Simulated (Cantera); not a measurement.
A Cantera script and what it prints.

```python
import numpy as np
import cantera as ct

gas_names = """
    C CH CH2 CH3 CH2OH CH3O CH4 CH3OH CO CO2 COOH C2 C2H CHCO,ketyl C2H2,acetylene C2H2,vinylidene
    CH2CO,ketene C2H3,vinyl CH3CO,acetyl C2H4 C2H4O,ethylen CH3CHO,ethanal CH3COOH (HCOOH)2 C2H5 C2H6
    CH3OCH3 C2H5OH C2O C3 C3H3,propargyl C3H4,allene C3H4,propyne C3H4,cyclo- C3H5,allyl C3H6,propylene
    C3H6,cyclo- C3H6O C3H7,n-propyl C3H7,i-propyl C3H8 C3H8O,1propanol C3H8O,2propanol C3O2 C4 C4H2
    C4H4,1,3-cyclo- C4H6,butadiene C4H6,2-butyne C4H6,cyclo- C4H8,1-butene C4H8,cis2-buten
    C4H8,tr2-butene C4H8,isobutene C4H8,cyclo- (CH3COOH)2 C4H9,n-butyl C4H9,i-butyl C4H9,s-butyl
    C4H9,t-butyl C4H10,isobutane C4H10,n-butane C5 C5H6,1,3cyclo- C5H8,cyclo- C5H10,1-pentene
    C5H10,cyclo- C5H11,pentyl C5H11,t-pentyl C5H12,n-pentane C5H12,i-pentane CH3C(CH3)2CH3 C6H2
    C6H5,phenyl C6H5O,phenoxy C6H6 C6H5OH,phenol C6H10,cyclo- C6H12,1-hexene C6H12,cyclo- C6H13,n-hexyl
    C7H7,benzyl C7H8 C7H8O,cresol C7H14,1-heptene C7H15,n-heptyl C7H16,n-heptane C8H8,styrene
    C8H10,ethylbenz C8H16,1-octene C8H17,n-octyl C8H18,isooctane C8H18,n-octane C9H19,n-nonyl
    C10H8,naphthale C10H21,n-decyl C12H9,o-bipheny C12H10,bipheny H HCO HO2 H2 HCHO,formaldehy HCOOH H2O
    H2O2 O OH O2 O3
""".split()
cond_names = """
    C(gr) C6H6(L) C7H8(L) C8H18(L),n-octa H2O(s) H2O(L)
""".split()


def load(file, names, dense=False):
    # The tables refer to 1 bar. Condensed volumes are neglected.
    table = {s.name: s for s in ct.Species.list_from_file(file)}
    out = []
    for n in names:
        d = dict(table[n].input_data)
        d["thermo"] = dict(d["thermo"], **{"reference-pressure": 1e5})
        if dense:
            d["equation-of-state"] = {"model": "constant-volume", "density": "1e6 g/cm^3"}
        out.append(ct.Species.from_dict(d))
    return out


gas = ct.Solution(thermo="ideal-gas", species=load("nasa_gas.yaml", gas_names))
cond = {s.name: ct.Solution(thermo="fixed-stoichiometry", species=[s], name=s.name)
        for s in load("nasa_condensed.yaml", cond_names, dense=True)}
atoms = {
    'C2H6': {'C': 2, 'H': 6},
    'CO2': {'C': 1, 'O': 2},
    'H2': {'H': 2},
    'H2O': {'H': 2, 'O': 1},
}
top_T = {'C(gr)': 4500}  # K; cautious upper limits of use, not melting points


def equilibrate(T, P, feed):
    n = {}
    for name, mol in feed.items():
        for a, k in atoms[name].items():
            n[a] = n.get(a, 0.0) + k * mol
    gas.TPX = T, P, n
    mass = sum(n.values()) * gas.mean_molecular_weight
    gas.equilibrate("TP")
    valid = [c for c in cond.values() if c.min_temp <= T <= top_T.get(c.name, c.max_temp)]
    mix = ct.Mixture([(gas, mass / gas.mean_molecular_weight)] + [(c, 0.0) for c in valid])
    mix.T, mix.P = T, P
    mix.equilibrate("TP", solver="vcs", rtol=1e-11, max_steps=5000)
    return mix


results = []
P = 140  # Pa
for T in [1475, 1575, 1675, 1775, 1875, 1975, 2075, 2175, 2275, 2375, 2475]:
    for m in [0.037, 0.054, 0.079, 0.11, 0.17, 0.24, 0.35, 0.51, 0.74, 1.1]:
        feed = {'C2H6': 1, 'CO2': 0.75, 'H2': 82, 'H2O': m}  # mol
        mix = equilibrate(T, P, feed)
        results.append((T, P, feed, dict(zip(mix.species_names, mix.species_moles))))

for T, P, feed, n in results:
    print(f"{T:7g} {feed['H2O']:10.4g}  " + (" + ".join(c for c in cond_names if n.get(c, 0) > 1e-12) or "gas only"))
```

Result:

```
   1475      0.037  C(gr)
   1475      0.054  C(gr)
   1475      0.079  C(gr)
   1475       0.11  C(gr)
   1475       0.17  C(gr)
   1475       0.24  C(gr)
   1475       0.35  C(gr)
   1475       0.51  C(gr)
   1475       0.74  C(gr)
   1475        1.1  C(gr)
   1575      0.037  C(gr)
   1575      0.054  C(gr)
   1575      0.079  C(gr)
   1575       0.11  C(gr)
   1575       0.17  C(gr)
   1575       0.24  C(gr)
   1575       0.35  C(gr)
   1575       0.51  C(gr)
   1575       0.74  C(gr)
   1575        1.1  C(gr)
   1675      0.037  C(gr)
   1675      0.054  C(gr)
   1675      0.079  C(gr)
   1675       0.11  C(gr)
   1675       0.17  C(gr)
   1675       0.24  C(gr)
   1675       0.35  C(gr)
   1675       0.51  C(gr)
   1675       0.74  C(gr)
   1675        1.1  C(gr)
   1775      0.037  C(gr)
   1775      0.054  C(gr)
   1775      0.079  C(gr)
   1775       0.11  C(gr)
   1775       0.17  C(gr)
   1775       0.24  C(gr)
   1775       0.35  C(gr)
   1775       0.51  C(gr)
   1775       0.74  C(gr)
   1775        1.1  C(gr)
   1875      0.037  C(gr)
   1875      0.054  C(gr)
   1875      0.079  C(gr)
   1875       0.11  C(gr)
   1875       0.17  C(gr)
   1875       0.24  C(gr)
   1875       0.35  C(gr)
   1875       0.51  C(gr)
   1875       0.74  C(gr)
   1875        1.1  C(gr)
   1975      0.037  C(gr)
   1975      0.054  C(gr)
   1975      0.079  C(gr)
   1975       0.11  C(gr)
   1975       0.17  C(gr)
   1975       0.24  C(gr)
   1975       0.35  C(gr)
   1975       0.51  C(gr)
   1975       0.74  C(gr)
   1975        1.1  C(gr)
   2075      0.037  C(gr)
   2075      0.054  C(gr)
   2075      0.079  C(gr)
   2075       0.11  C(gr)
   2075       0.17  C(gr)
   2075       0.24  C(gr)
   2075       0.35  C(gr)
   2075       0.51  C(gr)
   2075       0.74  C(gr)
   2075        1.1  gas only
   2175      0.037  C(gr)
   2175      0.054  C(gr)
   2175      0.079  C(gr)
   2175       0.11  C(gr)
   2175       0.17  C(gr)
   2175       0.24  C(gr)
   2175       0.35  C(gr)
   2175       0.51  C(gr)
   2175       0.74  C(gr)
   2175        1.1  gas only
   2275      0.037  C(gr)
   2275      0.054  C(gr)
   2275      0.079  C(gr)
   2275       0.11  C(gr)
   2275       0.17  C(gr)
   2275       0.24  C(gr)
   2275       0.35  C(gr)
   2275       0.51  C(gr)
   2275       0.74  gas only
   2275        1.1  gas only
   2375      0.037  C(gr)
   2375      0.054  C(gr)
   2375      0.079  C(gr)
   2375       0.11  C(gr)
   2375       0.17  C(gr)
   2375       0.24  C(gr)
   2375       0.35  gas only
   2375       0.51  gas only
   2375       0.74  gas only
   2375        1.1  gas only
   2475      0.037  gas only
   2475      0.054  gas only
   2475      0.079  gas only
   2475       0.11  gas only
   2475       0.17  gas only
   2475       0.24  gas only
   2475       0.35  gas only
   2475       0.51  gas only
   2475       0.74  gas only
   2475        1.1  gas only
```

Equilibrium computed with Cantera from the NASA thermochemical tables; the gas is ideal and each condensed phase is pure.
